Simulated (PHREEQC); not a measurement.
Na2CO3 is added in steps, without added water, to 1 kg of water holding 29 mmol/kgw CaBr2, 7.6 mmol/kgw HCl and 0.25 mmol/kgw NaBr, at 6.8 °C. O2 is buffered at 0.21 atm. The system is closed to CO2. The run lets Calcite, Halite precipitate or redissolve, and no other solid.

Base run: PHREEQC, ion-association model, phreeqc.dat. Each further column changes one thing. The table gives pH.

```csv
Na2CO3 added (mol),base,Debye-Hückel limiting law,all activity coefficients set to 1,metal-ligand complexes left out
0,2.20,2.27,2.12,2.20
0.0043,5.83,5.80,5.88,5.87
0.00645,6.64,6.81,6.39,6.63
0.01075,6.68,6.85,6.43,6.67
0.01505,6.74,6.90,6.49,6.72
0.0172,6.77,6.93,6.52,6.75
0.0215,6.84,7.00,6.59,6.83
0.0258,6.95,7.11,6.69,6.94
0.02795,7.03,7.19,6.77,7.01
0.03225,7.27,7.43,7.02,7.26
0.03655,8.52,8.57,8.47,8.55
0.0387,9.62,9.51,9.80,9.69
0.043,10.08,9.96,10.27,10.16
```

At this temperature some constants are extrapolated from 25 °C, and those without enthalpy data are left unchanged.
